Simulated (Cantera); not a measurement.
Mixture: CH4 : CO : O2 : N2 = 1 : 0.086 : 0.973 : 3.66 (molar parts), equivalence ratio 2.1, at 3.06 atm, adiabatic and at constant pressure. Ignition delay is the time to a rise of 400 K.

Computed with Cantera and GRI-Mech 3.0 (53 species, 325 reactions).

### Question
What does this change do: constant volume in place of constant pressure?

### Answer
```json
[
 {"quantity": "delay at 1200 K", "before": "28.4 ms", "after": "26.3 ms"},
 {"quantity": "delay at 1350 K", "before": "4.06 ms", "after": "3.71 ms"},
 {"quantity": "delay at 1500 K", "before": "0.731 ms", "after": "0.666 ms"},
 {"quantity": "delay at 1650 K", "before": "0.166 ms", "after": "0.151 ms"},
 {"quantity": "delay at 1800 K", "before": "49.4 µs", "after": "44.8 µs"},
 {"quantity": "apparent activation energy between 1725 and 1875 K", "before": "190 kJ/mol", "after": "190 kJ/mol"}
]
```

### Question
What does this change do: pressure from 3.06 atm to 29.6 atm?

### Answer
| quantity | before | after |
|---|---|---|
| delay at 1200 K | 28.4 ms | 2.46 ms |
| delay at 1350 K | 4.06 ms | 0.445 ms |
| delay at 1500 K | 0.731 ms | 0.102 ms |
| delay at 1650 K | 0.166 ms | 27.3 µs |
| delay at 1800 K | 49.4 µs | 8.33 µs |
| apparent activation energy between 1725 and 1875 K | 190 kJ/mol | 200 kJ/mol |
The pressure lies above the range GRI-Mech 3.0 was tuned for (to about 10 atm).
